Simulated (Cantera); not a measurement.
A freely propagating, adiabatic, planar premixed flame of H2 : O2 : N2 = 1 : 0.521 : 1.82 (molar parts), equivalence ratio 0.96, unburnt at 575 K and 3150 Torr; mixture-averaged transport, grid criteria slope 0.08 and curve 0.16, no radiation.

Cantera simulation using the H2/O2 subset of GRI-Mech 3.0, which has no nitrogen chemistry; the numbers are that mechanism's predictions, not measurements. The hydrogen kinetics of GRI-Mech 3.0 are dated; newer H2 mechanisms differ, most at raised pressure. Burning velocities carry a grid error of a few per cent, more on coarse grids.

**Question.** How do the results move with these cheaper or finer settings: unity-Lewis-number transport; multicomponent transport; multicomponent+Soret transport; grid criteria slope 0.5, curve 1; grid criteria slope 0.25, curve 0.5; grid criteria slope 0.03, curve 0.06?

**Answer.** 
| setting | laminar burning velocity | thermal thickness | peak x(H2O2) | peak x(OH) | grid points |
|---|---|---|---|---|---|
| as above | 688 cm/s | 0.0704 mm | 7.02e-5 | 0.0202 | 111 |
| unity-Lewis-number transport | 514 cm/s | 0.0580 mm | 3.40e-5 | 0.0206 | 100 |
| multicomponent transport | 678 cm/s | 0.0699 mm | 7.08e-5 | 0.0201 | 111 |
| multicomponent+Soret transport | 631 cm/s | 0.0688 mm | 7.43e-5 | 0.0200 | 111 |
| grid criteria slope 0.5, curve 1 | 815 cm/s | 0.0892 mm | 5.61e-5 | 0.0205 | 35 |
| grid criteria slope 0.25, curve 0.5 | 725 cm/s | 0.0759 mm | 6.51e-5 | 0.0205 | 49 |
| grid criteria slope 0.03, curve 0.06 | 680 cm/s | 0.0691 mm | 7.15e-5 | 0.0201 | 227 |
Unity Lewis numbers drop preferential diffusion, which matters most where H2 and H carry the flame; Soret adds thermal diffusion.
